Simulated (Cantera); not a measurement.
Cantera run:

```python
import numpy as np
import cantera as ct

gas_names = [...]  # 113 gases of nasa_gas.yaml made of C, H, O, Ti
cond_names = """
    C(gr) C6H6(L) C7H8(L) C8H18(L),n-octa H2O(s) H2O(L) Ti(a) Ti(b) Ti(L) TiC(s) TiC(L) TiO(a) TiO(b)
    TiO(L) TiO2(ru) TiO2(L) Ti2O3(a) Ti2O3(b) Ti2O3(L) Ti3O5(a) Ti3O5(b) Ti3O5(L) Ti4O7(s) Ti4O7(L)
""".split()


# ... load() reads the species with a 1 bar reference pressure and builds the phases ...
atoms = {
    'Ti(OiPr)4': {'Ti': 1, 'C': 12, 'H': 28, 'O': 4},
    'CH4': {'C': 1, 'H': 4},
    'H2': {'H': 2},
}
top_T = {'C(gr)': 4500}  # K; cautious upper limits of use, not melting points


# ... equilibrate(T, P, feed) seeds the gas with the atoms and calls Mixture.equilibrate('TP', solver="vcs", rtol=1e-11, max_steps=5000) ...
results = []
feed = {'Ti(OiPr)4': 1, 'CH4': 4.1, 'H2': 61}  # mol
P = 110  # Pa
for T in [1175, 1325, 1475, 1625, 1775, 1925, 2075]:
    mix = equilibrate(T, P, feed)
    results.append((T, P, feed, dict(zip(mix.species_names, mix.species_moles))))

top = {s: max(r[3][s] / sum(r[3][g] for g in gas_names) for r in results) for s in gas_names}
cols = sorted((s for s in top if top[s] > 0.0001), key=lambda s: -top[s])[:5]
seen = [c for c in cond_names if any(r[3].get(c, 0) > 1e-12 for r in results)]
print("log10 of partial pressures in bar; condensed amounts in mol")
print(f"{'T/K':>10s}" + "".join(f"{s[:9]:>10s}" for s in cols + seen))
for T, P, feed, n in results:
    ng = sum(n[g] for g in gas_names)
    print(f"{T:10.4g}" + "".join(f"{np.log10(max(n[s] / ng * P / 1e5, 1e-99)):10.3f}" for s in cols)
          + "".join(f"{n.get(c, 0):10.4g}" for c in seen))
```

Result:

```
log10 of partial pressures in bar; condensed amounts in mol
       T/K        H2         H        CO C2H2,acet     C(gr)    TiC(s)
      1175    -2.979    -8.401    -4.297   -10.175      11.1         1
      1325    -2.979    -7.276    -4.297    -9.049      11.1         1
      1475    -2.979    -6.377    -4.297    -8.155      11.1         1
      1625    -2.980    -5.641    -4.298    -7.429     11.09         1
      1775    -2.983    -5.030    -4.299    -6.829     11.08         1
      1925    -2.992    -4.515    -4.303    -6.331     11.02         1
      2075    -3.014    -4.082    -4.314    -5.921      10.9    0.9997
```

Equilibrium computed with Cantera from the NASA thermochemical tables; the gas is ideal and each condensed phase is pure. The feed counts by its element totals alone. TiC: taken at fixed stoichiometry.
